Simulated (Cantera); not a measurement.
A perfectly stirred reactor is fed with H2 : O2 = 0.057 : 1 (molar parts), equivalence ratio 0.029, at 0.00520 bar; it is held at 925 K, and followed from long to short residence time.

Detailed kinetics in Cantera: the H2/O2 subset of GRI-Mech 3.0, which has no nitrogen chemistry. Radical loss at walls, strong at low pressure, is not modelled. Below about 950 K walls govern HO2 and H2O2 in real vessels. The temperature is held fixed by assumption; the heat of reaction is taken as removed at once.

Q: Predict: x(H2) at τ = 25.0 s; x(O2) at τ = 25.0 s; x(O) at τ = 25.0 s; x(H) at τ = 25.0 s; x(H2O2) at τ = 25.0 s; x(H2) at τ = 0.320 s; x(O2) at τ = 0.320 s; x(O) at τ = 0.320 s; x(H) at τ = 0.320 s; x(H2O2) at τ = 0.320 s.

A: 
| Property | Result |
|---|---|
| x(H2) at τ = 25.0 s | 0.000177 |
| x(O2) at τ = 25.0 s | 0.944 |
| x(O) at τ = 25.0 s | 0.000411 |
| x(H) at τ = 25.0 s | 3.33e-5 |
| x(H2O2) at τ = 25.0 s | 3.16e-8 |
| x(H2) at τ = 0.320 s | 0.00208 |
| x(O2) at τ = 0.320 s | 0.938 |
| x(O) at τ = 0.320 s | 0.00488 |
| x(H) at τ = 0.320 s | 0.00218 |
| x(H2O2) at τ = 0.320 s | 6.19e-8 |
